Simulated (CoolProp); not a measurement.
Isobutane at 403.97 K and 0.404 MPa is throttled through a valve to 0.0493 MPa with no heat exchange. Each further row changes one setting.

Computed with CoolProp (reference Helmholtz-energy equation of state, Bücker 2006).

```tsv
case	temperature change (K)	final density (kg/m³)
as stated	-3.1	0.864
outlet pressure 0.0148 MPa	-3.4	0.259
outlet pressure 0.0641 MPa	-3.0	1.12
```
